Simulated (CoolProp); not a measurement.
A single-stage vapour-compression cycle with R404A: evaporating at 264.15 K (dew point), condensing at 320.15 K (bubble point), superheat 5 K, subcooling 2 K, compressor efficiency 0.6, no pressure losses. Each further row changes one setting.

The numbers come from the reference Helmholtz-energy equation of state, Lemmon 2003 in CoolProp. It is a pseudo-pure fit of the blend.

```csv
case,cooling COP,pressure ratio,discharge temperature (K),refrigerating effect (kJ/kg),volumetric capacity (kJ/m³)
as stated,1.82,4.84,348.2,97.4,2140
evaporating temperature 269.15 K,2.10,4.09,345.6,100,2600
condensing temperature 315.15 K,2.13,4.30,341.9,106,2330
subcooling 7 K,1.98,4.84,348.2,106,2330
superheat 15 K,1.87,4.84,358.8,107,2220
compressor efficiency 0.5,1.52,4.84,357.0,97.4,2140
```
